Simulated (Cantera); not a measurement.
Cantera run:

```python
import numpy as np
import cantera as ct

gas_names = """
    SO3 SiO
""".split()
cond_names = """
    Si(cr) Si(L) S(cr1) S(cr2) S(L)
""".split()


# ... load() reads the species with a 1 bar reference pressure and builds the phases ...
species = {s.name: s for s in load("nasa_gas.yaml", gas_names) + load("nasa_condensed.yaml", cond_names)}
# Each term lists the table entries of one substance; the one whose range holds T is used.
reactions = {
    '3 Si + SO3(g) = S + 3 SiO(g)':
        [(-3, ['Si(cr)', 'Si(L)']), (-1, ['SO3']), (1, ['S(cr1)', 'S(cr2)', 'S(L)']), (3, ['SiO'])],
}


def pick(names, T):
    return next(species[n] for n in names if species[n].thermo.min_temp <= T <= species[n].thermo.max_temp)


results = []
for label, terms in reactions.items():
    print(label)
    print("     T/K   dH/kJ  dS/(J/K)   dG/kJ   log10 K")
    for T in [300, 375, 475, 575, 675, 775, 875]:
        used = [(nu, pick(names, T)) for nu, names in terms]
        dH = sum(nu * s.thermo.h(T) for nu, s in used) / 1e6
        dS = sum(nu * s.thermo.s(T) for nu, s in used) / 1e3
        dG = dH - T * dS / 1e3
        logK = -dG * 1e6 / (ct.gas_constant * T * np.log(10))
        results.append((label, T, dH, dS, dG, logK, [s.name for _, s in used]))
        print(f"{T:8g} {dH:8.1f} {dS:8.1f} {dG:8.1f} {logK:8.2f}")
```

Output:

```
3 Si + SO3(g) = S + 3 SiO(g)
     T/K   dH/kJ  dS/(J/K)   dG/kJ   log10 K
     300     94.5    353.6    -11.6     2.02
     375     94.8    354.4    -38.1     5.31
     475     96.9    359.6    -74.0     8.13
     575     97.0    360.0   -109.9     9.99
     675     96.3    358.8   -145.9    11.29
     775     95.0    357.0   -181.7    12.25
     875     93.6    355.4   -217.3    12.97
```

Source: NASA polynomial tables (part measured, part estimated), evaluated in Cantera. Condensed species are held in their standard states even where they would react or evaporate.
